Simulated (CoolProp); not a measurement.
A single-stage vapour-compression cycle with R115: evaporating at 215.15 K (dew point), condensing at 283.15 K (bubble point), superheat 5 K, subcooling 2 K, compressor efficiency 0.6, no pressure losses. Each further row changes one setting.

Model: reference Helmholtz-energy equation of state, Lemmon 2016, in CoolProp.

| case | cooling COP | pressure ratio | discharge temperature (K) | refrigerating effect (kJ/kg) | volumetric capacity (kJ/m³) |
|---|---|---|---|---|---|
| as stated | 1.26 | 14.9 | 312.0 | 71.4 | 247 |
| evaporating temperature 220.15 K | 1.45 | [?] | 308.9 | 74.2 | 328 |
| condensing temperature 278.15 K | 1.44 | 12.8 | 306.7 | [?] | 265 |
| subcooling 7 K | 1.35 | 14.9 | 312.0 | [?] | 265 |
| superheat 15 K | 1.31 | 14.9 | 323.6 | 77.6 | [?] |
| compressor efficiency 0.5 | [?] | 14.9 | 326.4 | 71.4 | 247 |

Problem. What belongs in the gaps?

Solution. 
- evaporating temperature 220.15 K, pressure ratio: 11.4
- condensing temperature 278.15 K, refrigerating effect (kJ/kg): 76.6
- subcooling 7 K, refrigerating effect (kJ/kg): 76.5
- superheat 15 K, volumetric capacity (kJ/m³): 256
- compressor efficiency 0.5, cooling COP: 1.05
